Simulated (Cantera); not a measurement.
Charge: 1 mol Si, 0.7 mol CO₂, 310 mol H₂, at 775 °C.

These are equilibrium values from Cantera (NASA tables, ideal gas, pure condensed phases), not measurements of a reactor. Candidate condensed phases: C, C₆H₆, C₇H₈, C₈H₁₈, H₂O, Si, SiC, SiO₂; 123 gas species. Mutual solubility and eutectic melting of coexisting phases are not modelled. Kinetics and transport are ignored.

**Question.** Which condensed phases are stable at each of these points (P (Pa)): 0.100, 1.50, 22, 320, 4600, 68000, 1000000?

**Answer.** 
```tsv
P (Pa)	condensed phases	Si condensed (%)
0.100	SiC(s) + SiO₂(β-quartz)	77.7
1.50	SiC(s) + SiO₂(β-quartz)	99.3
22	SiC(s) + SiO₂(β-quartz)	100.0
320	C(graphite) + SiC(s) + SiO₂(β-quartz)	100.0
4600	SiC(s) + SiO₂(β-quartz)	100.0
68000	SiC(s) + SiO₂(β-quartz)	100.0
1000000	SiC(s) + SiO₂(β-quartz)	100.0
```

From 0.100 Pa to 22.0 Pa the condensed part is SiC(s) + SiO₂(β-quartz). At 3.20 mbar the condensed part is C(graphite) + SiC(s) + SiO₂(β-quartz). From 46.0 mbar to 10.0 bar the condensed part is SiC(s) + SiO₂(β-quartz).
